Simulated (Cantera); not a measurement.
A perfectly stirred reactor is fed with 2.91 % C2H6, 20.4 % O2, 76.5 % N2, 0.276 % H2O, at 6.12 atm; it is adiabatic with a 325 K inlet, and is followed from long to short residence time, starting on the burning branch (τ in s: 0.17, 0.065, 0.025, 0.0097, 0.0038, 0.0015, 0.00056, 0.00022, 8.5e-05, 3.3e-05, 1.3e-05).

Cantera simulation using GRI-Mech 3.0 (53 species, 325 reactions); the numbers are that mechanism's predictions, not measurements.

### Question
Predict: blow-out, bracketed by the residence times tried; x(C2H6) at τ = 0.170 s; x(O2) at τ = 0.170 s; x(CO) at τ = 0.170 s; x(CH4) at τ = 0.170 s; x(C2H6) at τ = 1.50 ms; x(O2) at τ = 1.50 ms.

### Answer
```json
{
  "blow_out_bracketed_by_the_residence_times_tried": "burning at 3.80 ms, out at 1.50 ms",
  "x(C2H6) at τ = 0.170 s": "1.70e-6",
  "x(O2) at τ = 0.170 s": "0.100",
  "x(CO) at τ = 0.170 s": "0.000148",
  "x(CH4) at τ = 0.170 s": "1.21e-7",
  "x(C2H6) at τ = 1.50 ms": "0.0291",
  "x(O2) at τ = 1.50 ms": "0.204"
}
```
